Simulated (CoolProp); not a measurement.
Vapour-liquid equilibrium of propylene (1) + R152A (2) at 1.14 MPa; x and y are mole fractions of (1).

Values from CoolProp's multi-fluid Helmholtz-energy mixture model, Lemmon 2013 and Outcalt 1996; pair parameters Bell 2016.

Give the bubble temperature and the first vapour's composition at x = 0.05, 0.5, 0.8. Is there an azeotrope?

x = 0.05: 318.2 K, y = 0.114; x = 0.5: 300.7 K, y = 0.634; x = 0.8: 297.3 K, y = 0.820. y crosses x between x = 0.8 and 0.95: the model has an azeotrope there.

The pair parameters rest on a limited set of measurements; away from them the model extrapolates.
